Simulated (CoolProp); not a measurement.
Vapour-liquid equilibrium of carbon dioxide (1) + C2F6 (R116) (2) at 243.8 K; x and y are mole fractions of (1).

The numbers come from the multi-fluid Helmholtz-energy mixture model, Span 1996 and Lemmon 2006; pair parameters Bell 2016 in CoolProp.

```tsv
x	bubble pressure (bar)	y at the bubble point	dew pressure at overall composition x (bar)	liquid density (mol/L)
0.05	8.763	0.132	8.137	10.11
0.2	11.61	0.405	9.355	11.05
0.35	13.84	0.557	10.93	12.21
0.5	15.25	0.650	12.96	13.71
0.65	15.97	0.718	15.24	15.75
0.8	16.15	0.787	16.12	18.62
0.95	15.38	0.915	15.06	22.68
```

y crosses x between x = 0.65 and 0.8: the model has an azeotrope there.

The pair parameters rest on a limited set of measurements; away from them the model extrapolates.
